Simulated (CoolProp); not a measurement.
Vapour-liquid equilibrium of R134a (1) + R245fa (2) at 203 kPa; x and y are mole fractions of (1).

Values from CoolProp's multi-fluid Helmholtz-energy mixture model, Tillner-Roth 1994 and Akasaka 2015; pair parameters Akasaka 2014.

```csv
x,"bubble temperature, mixture model (K)","bubble temperature, Raoult's law (K)","y, mixture model","y, Raoult's law"
0.05,302.7,302.5,0.170,0.186
0.2,292.3,291.8,0.512,0.540
0.35,284.3,283.8,0.706,0.729
0.5,278.0,277.5,0.824,0.841
0.65,272.7,272.4,0.901,0.911
0.8,268.4,268.1,0.953,0.958
0.95,264.6,264.5,0.990,0.991
```

The largest gap from Raoult's law is +0.5 K in bubble temperature, at x = 0.35. No azeotrope shows between x = 0.05 and 0.95.

Pair parameters are fitted to limited data, so mixtures are less certain than the pure fluids.
